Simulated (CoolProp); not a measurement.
n-butane along the isobar 12000 kPa: fugacity coefficient from the reference equation and from simpler models built on Tc = 425.1 K, pc = 3796 kPa, ω = 0.201; each cubic takes its own stable root.

Values from CoolProp's reference Helmholtz-energy equation of state, Bücker 2006.

```
T (K)          phase  reference  van der Waals  Redlich-Kwong  Soave-Redlich-Kwong  Peng-Robinson
-----  -------------  ---------  -------------  -------------  -------------------  -------------
174.9         liquid   3.278e-5       0.006128       6.389e-5             3.278e-5       3.551e-5
217.6         liquid  0.0009950        0.02464       0.001837             0.001001      0.0009952
260.4         liquid   0.008417        0.06214        0.01357             0.008621       0.008231
303.1         liquid    0.03477         0.1192        0.04885              0.03624        0.03395
345.9         liquid    0.09333         0.1928         0.1164              0.09851        0.09158
388.6         liquid     0.1883         0.2773         0.2132               0.1999         0.1855
431.3  supercritical     0.3122         0.3670         0.3279               0.3308         0.3074
474.1  supercritical     0.4480         0.4565         0.4458               0.4711         0.4386
```
